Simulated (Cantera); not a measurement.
Input (Python, Cantera):

```python
import numpy as np
import cantera as ct

gas = ct.Solution("gri30.yaml")
gas.TPX = 450, 52000, {'CH4': 1, 'O2': 1.67, 'N2': 5.83}
flame = ct.FreeFlame(gas, width=0.063)
flame.set_refine_criteria(ratio=3, slope=0.08, curve=0.16)
flame.transport_model = "mixture-averaged"
flame.solve(loglevel=0, auto=True)
z, T = flame.grid, flame.T
thick = (T[-1] - T[0]) / np.gradient(T, z).max()
show = ['CH4', 'O2', 'H2', 'HCN', 'NO', 'CO']
print(f"laminar burning velocity  {flame.velocity[0] * 100:.3f} cm/s")
print(f"burnt temperature         {T[-1]:.1f} K")
print(f"thermal thickness         {thick * 1e3:.4f} mm")
print(f"grid points               {len(z)}")
z0 = z[flame.heat_release_rate.argmax()]
print(f"{'z/mm':>9s}{'T/K':>9s}{'u/(m/s)':>9s}" + "".join(f"{s:>11s}" for s in show))
rows = []
for k in (-3, -2, -1.5, -1, -0.5, -0.25, 0, 0.25, 0.5, 1, 2, 4, 8):
    zz = z0 + k * thick
    rows.append([k * thick, np.interp(zz, z, T), np.interp(zz, z, flame.velocity),
                 *(np.interp(zz, z, flame.X[gas.species_index(s)]) for s in show)])
    print(f"{rows[-1][0] * 1e3:9.3f}{rows[-1][1]:9.1f}{rows[-1][2]:9.3f}" + "".join(f"{x:11.3e}" for x in rows[-1][3:]))
```

Output:

```
laminar burning velocity  93.236 cm/s
burnt temperature         2290.8 K
thermal thickness         0.6090 mm
grid points               158
     z/mm      T/K  u/(m/s)        CH4         O2         H2        HCN         NO         CO
   -1.827    450.1    0.934  1.175e-01  1.962e-01  1.181e-03  2.961e-11  1.763e-10  1.453e-06
   -1.218    451.4    0.939  1.170e-01  1.956e-01  3.970e-03  6.728e-10  2.861e-09  2.318e-05
   -0.913    457.8    0.956  1.161e-01  1.946e-01  7.848e-03  5.745e-09  1.858e-08  1.461e-04
   -0.609    526.0    1.109  1.107e-01  1.891e-01  1.668e-02  1.210e-07  2.722e-07  1.808e-03
   -0.304    994.3    2.143  7.780e-02  1.510e-01  3.168e-02  2.080e-06  3.726e-06  1.906e-02
   -0.152   1436.2    3.140  4.239e-02  1.048e-01  3.902e-02  5.531e-06  8.815e-06  4.201e-02
    0.000   1824.0    4.034  1.107e-02  5.385e-02  4.117e-02  1.141e-05  1.784e-05  6.567e-02
    0.152   1996.5    4.425  1.147e-03  2.350e-02  3.639e-02  1.278e-05  3.070e-05  7.088e-02
    0.304   2038.7    4.507  6.556e-05  1.207e-02  3.254e-02  7.600e-06  4.105e-05  6.479e-02
    0.609   2064.5    4.542  1.795e-07  6.957e-03  3.169e-02  1.789e-06  4.978e-05  5.620e-02
    1.218   2093.3    4.590  3.358e-11  5.552e-03  3.203e-02  1.363e-07  5.498e-05  5.236e-02
    2.436   2131.9    4.662  3.508e-15  4.504e-03  3.138e-02  3.029e-09  6.116e-05  5.157e-02
    4.872   2179.8    4.751  2.606e-15  3.242e-03  3.026e-02  2.778e-11  7.141e-05  5.100e-02
```

Detailed kinetics in Cantera: GRI-Mech 3.0 (53 species, 325 reactions). Burning velocities carry a grid error of a few per cent, more on coarse grids.
